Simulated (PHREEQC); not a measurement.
A solution holds 0.055 mol/kgw H2SO4, 0.13 mol/kgw Al(NO3)3 and 0.0062 mol/kgw NaCl, at 35 °C. It is in equilibrium with CO2 at log p = -3.4 (atm). Otherwise closed; pH follows from the charge balance.

All values are PHREEQC results (ion-association model, phreeqc.dat), not measurements.

```json
{
 "pH": "1.13",
 "ionic_strength": "0.702 mol/kgw",
 "activity_of_water": "0.989",
 "density": "1.018 g/cm³",
 "total_alkalinity": "-110 meq/kg"
}
```

```tsv
species	molality	activity	log γ
NO3-	0.390	0.226	-0.238
H+	0.0984	0.0738	-0.125
Al+3	0.0925	0.00698	-1.122
AlSO4+	0.0359	0.0230	-0.194
HSO4-	0.0111	0.00827	-0.127
Cl-	0.00620	0.00387	-0.205
Na+	0.00617	0.00440	-0.147
SO4-2	0.00526	0.000918	-0.758
Al(SO4)2-	0.00109	0.000698	-0.194
AlHSO4+2	0.000538	0.000167	-0.509
NaSO4-	3.22e-5	2.15e-5	-0.174
CO2	8.97e-6	1.06e-5	0.070
AlOH+2	8.76e-6	1.76e-6	-0.698
```

This is a speciation only: nothing precipitates in the calculation. Ionic strength above about 0.7 mol/kgw puts this run outside the model's range.
